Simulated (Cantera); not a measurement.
A Cantera script and its output.

```python
import numpy as np
import cantera as ct

gas = ct.Solution("h2o2.yaml")
gas.TPX = 300, 100000, {'H2': 1, 'O2': 0.294, 'N2': 0.912, 'H2O': 0.038}
flame = ct.FreeFlame(gas, width=0.04)
flame.set_refine_criteria(ratio=3, slope=0.08, curve=0.16)
flame.transport_model = "mixture-averaged"
flame.solve(loglevel=0, auto=True)
z, T = flame.grid, flame.T
thick = (T[-1] - T[0]) / np.gradient(T, z).max()
show = ['H2', 'O2', 'H', 'OH', 'H2O', 'H2O2']
print(f"laminar burning velocity  {flame.velocity[0] * 100:.3f} cm/s")
print(f"burnt temperature         {T[-1]:.1f} K")
print(f"thermal thickness         {thick * 1e3:.4f} mm")
print(f"grid points               {len(z)}")
z0 = z[flame.heat_release_rate.argmax()]
print(f"{'z/mm':>9s}{'T/K':>9s}{'u/(m/s)':>9s}" + "".join(f"{s:>11s}" for s in show))
rows = []
for k in (-3, -2, -1.5, -1, -0.5, -0.25, 0, 0.25, 0.5, 1, 2, 4, 8):
    zz = z0 + k * thick
    rows.append([k * thick, np.interp(zz, z, T), np.interp(zz, z, flame.velocity),
                 *(np.interp(zz, z, flame.X[gas.species_index(s)]) for s in show)])
    print(f"{rows[-1][0] * 1e3:9.3f}{rows[-1][1]:9.1f}{rows[-1][2]:9.3f}" + "".join(f"{x:11.3e}" for x in rows[-1][3:]))
```

Result:

```
laminar burning velocity  359.498 cm/s
burnt temperature         2263.1 K
thermal thickness         0.3059 mm
grid points               123
     z/mm      T/K  u/(m/s)         H2         O2          H         OH        H2O       H2O2
   -0.918    300.0    3.595  4.456e-01  1.310e-01  2.954e-18  1.434e-16  1.693e-02  7.007e-15
   -0.612    300.0    3.595  4.456e-01  1.310e-01  1.404e-15  9.109e-14  1.693e-02  1.049e-12
   -0.459    300.0    3.595  4.456e-01  1.310e-01  7.170e-14  4.790e-12  1.693e-02  2.518e-11
   -0.306    300.1    3.595  4.456e-01  1.310e-01  1.164e-11  7.731e-10  1.694e-02  1.350e-09
   -0.153    307.2    3.668  4.433e-01  1.315e-01  6.480e-08  1.875e-06  1.707e-02  1.690e-06
   -0.076    484.0    5.629  4.212e-01  1.309e-01  9.442e-04  7.943e-04  2.632e-02  1.176e-04
    0.000    954.8   10.703  3.502e-01  1.105e-01  2.056e-02  1.333e-03  8.269e-02  4.386e-05
    0.076   1319.9   14.557  2.534e-01  6.119e-02  5.688e-02  3.502e-03  1.809e-01  3.093e-06
    0.153   1522.9   16.713  1.918e-01  2.112e-02  7.844e-02  5.535e-03  2.557e-01  1.610e-06
    0.306   1687.4   18.376  1.705e-01  3.282e-03  7.794e-02  6.848e-03  2.915e-01  8.728e-07
    0.612   1827.0   19.710  1.776e-01  1.468e-03  6.211e-02  7.295e-03  2.981e-01  4.643e-07
    1.224   1957.8   20.916  1.861e-01  8.879e-04  4.563e-02  6.843e-03  3.034e-01  2.330e-07
    2.447   2066.6   21.890  1.931e-01  4.654e-04  3.161e-02  5.672e-03  3.087e-01  1.189e-07
```

Computed with Cantera and the H2/O2 subset of GRI-Mech 3.0, which has no nitrogen chemistry. Burning velocities carry a grid error of a few per cent, more on coarse grids.
